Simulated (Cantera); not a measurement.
Input (Python, Cantera):

```python
import numpy as np
import cantera as ct

gas = ct.Solution("gri30.yaml")
gas.TPX = 950, 100000, {'CH4': 1, 'H2': 0.55, 'O2': 2.77, 'N2': 10.4}
reactor = ct.IdealGasConstPressureReactor(gas, energy="on", clone=False)
net = ct.ReactorNet([reactor])
net.rtol, net.atol = 1e-08, 1e-16
show = ['CH4', 'H2', 'O2', 'CO2', 'HO2']
times = np.geomspace(4e-06, 0.5, 12)

steps = ct.SolutionArray(gas, extra=["t"])
rows = []
print(f"{'t/s':>10s}{'T/K':>9s}{'P/Pa':>11s}" + "".join(f"{s:>11s}" for s in show))
for t in times:
    while net.time < t:
        t_next = net.step()
        steps.append(gas.state, t=t_next)
    rows.append([np.interp(t, steps.t, y) for y in (steps.T, steps.P, *steps(*show).X.T)])
    print(f"{t:10.3e}{rows[-1][0]:9.1f}{rows[-1][1]:11.4g}" + "".join(f"{x:11.3e}" for x in rows[-1][2:]))
rate = np.gradient(steps.T, steps.t)
print("integrator steps:", len(steps.t))
if steps.T.max() > steps.T[0] + 200:
    print(f"time of steepest temperature rise: {steps.t[rate.argmax()]:.4e} s")
gas.TPX = 950, 100000, {'CH4': 1, 'H2': 0.55, 'O2': 2.77, 'N2': 10.4}
gas.equilibrate("HP")
print(f"equilibrium (HP): T = {gas.T:.1f} K  " + "  ".join(f"{s} {gas[s].X[0]:.3e}" for s in show))
```

It prints:

```
       t/s      T/K       P/Pa        CH4         H2         O2        CO2        HO2
 4.000e-06    950.0      1e+05  6.793e-02  3.736e-02  1.882e-01  1.082e-22  1.168e-11
 1.163e-05    950.0      1e+05  6.793e-02  3.736e-02  1.882e-01  2.844e-21  3.636e-11
 3.379e-05    950.0      1e+05  6.793e-02  3.736e-02  1.882e-01  4.328e-20  1.120e-10
 9.820e-05    950.0      1e+05  6.793e-02  3.736e-02  1.882e-01  5.634e-19  3.485e-10
 2.854e-04    950.0      1e+05  6.793e-02  3.736e-02  1.882e-01  8.692e-18  1.170e-09
 8.295e-04    950.0      1e+05  6.793e-02  3.736e-02  1.882e-01  1.655e-16  4.665e-09
 2.411e-03    950.0      1e+05  6.793e-02  3.736e-02  1.882e-01  3.817e-15  2.420e-08
 7.007e-03    950.0      1e+05  6.793e-02  3.736e-02  1.882e-01  1.767e-13  1.924e-07
 2.037e-02    954.2      1e+05  6.750e-02  3.713e-02  1.877e-01  3.352e-07  1.856e-05
 5.919e-02   2441.3      1e+05  1.093e-17  3.969e-03  3.468e-02  5.983e-02  4.070e-06
 1.720e-01   2436.7      1e+05  1.102e-17  3.961e-03  3.325e-02  5.987e-02  3.896e-06
 5.000e-01   2436.7      1e+05  1.102e-17  3.961e-03  3.324e-02  5.987e-02  3.895e-06
integrator steps: 2372
time of steepest temperature rise: 4.0228e-02 s
equilibrium (HP): T = 2436.7 K  CH4 1.521e-17  H2 3.961e-03  O2 3.324e-02  CO2 5.987e-02  HO2 3.895e-06
```

Cantera simulation using GRI-Mech 3.0 (53 species, 325 reactions); the numbers are that mechanism's predictions, not measurements. Below about 1000 K GRI-Mech 3.0 lacks low-temperature oxidation paths.
